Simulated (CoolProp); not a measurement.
Octamethylcyclotetrasiloxane (D4) along the isobar 41.4 bar: fugacity coefficient from the reference equation and from simpler models built on Tc = 313.4 °C, pc = 13.47 bar, ω = 0.598; each cubic takes its own stable root.

The numbers come from the reference Helmholtz-energy equation of state, Thol 2015 in CoolProp.

```json
[
 {"T (°C)": "214.35", "phase": "liquid", "reference": "0.07678", "van der Waals": "0.2090", "Redlich-Kwong": "0.1334", "Soave-Redlich-Kwong": "0.08127", "Peng-Robinson": "0.07626"},
 {"T (°C)": "227.65", "phase": "liquid", "reference": "0.09692", "van der Waals": "[?]", "Redlich-Kwong": "0.1544", "Soave-Redlich-Kwong": "0.1030", "Peng-Robinson": "[?]"},
 {"T (°C)": "240.85", "phase": "liquid", "reference": "0.1198", "van der Waals": "0.2472", "Redlich-Kwong": "0.1766", "Soave-Redlich-Kwong": "0.1278", "Peng-Robinson": "0.1194"},
 {"T (°C)": "254.15", "phase": "liquid", "reference": "[?]", "van der Waals": "0.2670", "Redlich-Kwong": "0.2002", "Soave-Redlich-Kwong": "0.1560", "Peng-Robinson": "0.1456"},
 {"T (°C)": "267.35", "phase": "liquid", "reference": "0.1744", "van der Waals": "0.2869", "Redlich-Kwong": "[?]", "Soave-Redlich-Kwong": "0.1871", "Peng-Robinson": "0.1744"},
 {"T (°C)": "280.65", "phase": "liquid", "reference": "0.2057", "van der Waals": "0.3073", "Redlich-Kwong": "0.2501", "Soave-Redlich-Kwong": "0.2214", "Peng-Robinson": "0.2061"},
 {"T (°C)": "293.85", "phase": "liquid", "reference": "0.2391", "van der Waals": "0.3276", "Redlich-Kwong": "0.2760", "Soave-Redlich-Kwong": "0.2578", "Peng-Robinson": "0.2399"},
 {"T (°C)": "307.15", "phase": "liquid", "reference": "[?]", "van der Waals": "0.3482", "Redlich-Kwong": "0.3027", "Soave-Redlich-Kwong": "0.2966", "Peng-Robinson": "0.2760"},
 {"T (°C)": "320.35", "phase": "supercritical", "reference": "0.3116", "van der Waals": "0.3687", "Redlich-Kwong": "0.3295", "Soave-Redlich-Kwong": "0.3367", "Peng-Robinson": "0.3132"},
 {"T (°C)": "333.65", "phase": "supercritical", "reference": "[?]", "van der Waals": "0.3893", "Redlich-Kwong": "0.3567", "Soave-Redlich-Kwong": "0.3780", "Peng-Robinson": "[?]"},
 {"T (°C)": "346.85", "phase": "supercritical", "reference": "0.3882", "van der Waals": "0.4097", "Redlich-Kwong": "[?]", "Soave-Redlich-Kwong": "0.4194", "Peng-Robinson": "0.3901"}
]
```

What belongs in the gaps?


- 227.65, van der Waals: 0.2280
- 227.65, Peng-Robinson: 0.09639
- 254.15, reference: 0.1458
- 267.35, Redlich-Kwong: 0.2246
- 307.15, reference: 0.2747
- 333.65, reference: 0.3498
- 333.65, Peng-Robinson: 0.3516
- 346.85, Redlich-Kwong: 0.3836
